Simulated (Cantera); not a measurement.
A perfectly stirred reactor is fed with NO : N2 = 1 : 13 (molar parts), at 1.60 bar; it is held at 1825 K, and followed from long to short residence time.

Cantera simulation using GRI-Mech 3.0 (53 species, 325 reactions); the numbers are that mechanism's predictions, not measurements.

What does this change do: NO 1 to 0.29 parts?


| quantity | before | after |
|---|---|---|
| x(NO) at τ = 17.0 s | 0.0347 | 0.0149 |
| x(N2) at τ = 17.0 s | 0.947 | 0.982 |
| x(N2O) at τ = 17.0 s | 6.45e-7 | 1.52e-7 |
| x(NO2) at τ = 17.0 s | 3.12e-5 | 5.89e-6 |
| x(O) at τ = 17.0 s | 1.68e-5 | 7.40e-6 |
| x(NO) at τ = 0.170 s | 0.0705 | 0.0217 |
| x(N2) at τ = 0.170 s | 0.929 | 0.978 |
| x(N2O) at τ = 0.170 s | 2.23e-6 | 2.25e-7 |
| x(NO2) at τ = 0.170 s | 1.66e-5 | 2.48e-6 |
| x(O) at τ = 0.170 s | 4.50e-6 | 2.16e-6 |

What does this change do: NO 1 to 1.5 parts?


| quantity | before | after |
|---|---|---|
| x(NO) at τ = 17.0 s | 0.0347 | 0.0443 |
| x(N2) at τ = 17.0 s | 0.947 | 0.926 |
| x(N2O) at τ = 17.0 s | 6.45e-7 | 1.00e-6 |
| x(NO2) at τ = 17.0 s | 3.12e-5 | 5.04e-5 |
| x(O) at τ = 17.0 s | 1.68e-5 | 2.12e-5 |
| x(NO) at τ = 0.170 s | 0.0705 | 0.102 |
| x(N2) at τ = 0.170 s | 0.929 | 0.897 |
| x(N2O) at τ = 0.170 s | 2.23e-6 | 4.59e-6 |
| x(NO2) at τ = 0.170 s | 1.66e-5 | 3.07e-5 |
| x(O) at τ = 0.170 s | 4.50e-6 | 5.78e-6 |

What does this change do: temperature 1825 to 1650 K?


| quantity | before | after |
|---|---|---|
| x(NO) at τ = 17.0 s | 0.0347 | 0.0599 |
| x(N2) at τ = 17.0 s | 0.947 | 0.934 |
| x(N2O) at τ = 17.0 s | 6.45e-7 | 1.44e-6 |
| x(NO2) at τ = 17.0 s | 3.12e-5 | 4.58e-5 |
| x(O) at τ = 17.0 s | 1.68e-5 | 1.63e-6 |
| x(NO) at τ = 0.170 s | 0.0705 | 0.0713 |
| x(N2) at τ = 0.170 s | 0.929 | 0.929 |
| x(N2O) at τ = 0.170 s | 2.23e-6 | 1.95e-6 |
| x(NO2) at τ = 0.170 s | 1.66e-5 | 1.68e-5 |
| x(O) at τ = 0.170 s | 4.50e-6 | 5.14e-7 |
